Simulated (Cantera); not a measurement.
Cantera with NASA thermochemical tables; ideal gases at 1 bar, condensed phases pure. Values are per mole of reaction as written; species without (g) are pure solids or liquids, kept so even where they would boil at 1 bar.

2 N(g) + PbO(g) → N₂O(g) + Pb(g)

```tsv
T (K)	ΔH° (kJ)	ΔS° (J/K)	ΔG° (kJ)	log10 K
2350	-739.6	-159.9	-363.8	8.09
2450	…	…	…	…
2550	…	…	…	…
2650	-736.0	-158.5	-316.0	6.23
2750	-734.6	-158.0	-300.2	5.70
```

Problem. Complete the blanks.

Solution. 
- 2450, ΔH° (kJ): -738.5
- 2450, ΔS° (J/K): -159.4
- 2450, ΔG° (kJ): -347.8
- 2450, log10 K: 7.42
- 2550, ΔH° (kJ): -737.3
- 2550, ΔS° (J/K): -159.0
- 2550, ΔG° (kJ): -331.9
- 2550, log10 K: 6.80
